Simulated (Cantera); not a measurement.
A freely propagating, adiabatic, planar premixed flame of H2 : O2 : N2 = 1 : 0.694 : 2.61 (molar parts), equivalence ratio 0.72, unburnt at 375 K and 623 Torr; mixture-averaged transport, grid criteria slope 0.08 and curve 0.16, no radiation.

Cantera simulation using the H2/O2 subset of GRI-Mech 3.0, which has no nitrogen chemistry; the numbers are that mechanism's predictions, not measurements. Burning velocities carry a grid error of a few per cent, more on coarse grids.

How do the results move with these cheaper or finer settings: unity-Lewis-number transport; multicomponent transport; multicomponent+Soret transport; grid criteria slope 0.5, curve 1; grid criteria slope 0.25, curve 0.5; grid criteria slope 0.03, curve 0.06?


| setting | laminar burning velocity | thermal thickness | peak x(OH) | peak x(HO2) | grid points |
|---|---|---|---|---|---|
| as above | 209 cm/s | 0.460 mm | 0.0119 | 0.000381 | 113 |
| unity-Lewis-number transport | 174 cm/s | 0.364 mm | 0.0127 | 0.000276 | 108 |
| multicomponent transport | 206 cm/s | 0.453 mm | 0.0119 | 0.000383 | 113 |
| multicomponent+Soret transport | 186 cm/s | 0.449 mm | 0.0115 | 0.000374 | 113 |
| grid criteria slope 0.5, curve 1 | 245 cm/s | 0.559 mm | 0.0118 | 0.000333 | 37 |
| grid criteria slope 0.25, curve 0.5 | 215 cm/s | 0.485 mm | 0.0116 | 0.000372 | 50 |
| grid criteria slope 0.03, curve 0.06 | 207 cm/s | 0.454 mm | 0.0119 | 0.000383 | 253 |
Unity Lewis numbers drop preferential diffusion, which matters most where H2 and H carry the flame; Soret adds thermal diffusion.
